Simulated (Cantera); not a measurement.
Charge: 1 mol Si, 3.1 mol F2, 17 mol H2, held at 1548 K and 1.33 mbar.

Equilibrium computed with Cantera from the NASA thermochemical tables; the gas is ideal and each condensed phase is pure. Candidate condensed phases: Si; 25 gas species. The tables' values for SiF3, SiF2 are old estimates; treat these amounts as uncertain. The numbers say what is thermodynamically allowed, not how fast it happens.

Base state: H2 0.826, HF 0.121, SiF4 0.0459, SiF3 0.00566, H 0.000766, SiF2 0.000365, SiHF3 0.000214 (mole fractions); condensed: gas only.

Task: What changes in the equilibrium state with this change: F2 from 3.1 to 2.8 mol?

Result: 
```
species    before     after
-------  --------  --------
H2          0.826     0.853
HF          0.121    0.0935
SiF4       0.0459    0.0448
SiF3      0.00566   0.00727
SiF2     0.000365  0.000620
SiHF3    0.000214  0.000280
```

Task: What changes in the equilibrium state with this change: H2 from 17 to 0.57 mol?

Result: 
```tsv
species	before	after
HF	0.121	0.356
F	4.33e-9	0.331
SiF4	0.0459	0.313
H2	0.826	<1e-9
SiF3	0.00566	<1e-9
H	0.000766	<1e-9
SiF2	0.000365	<1e-9
```
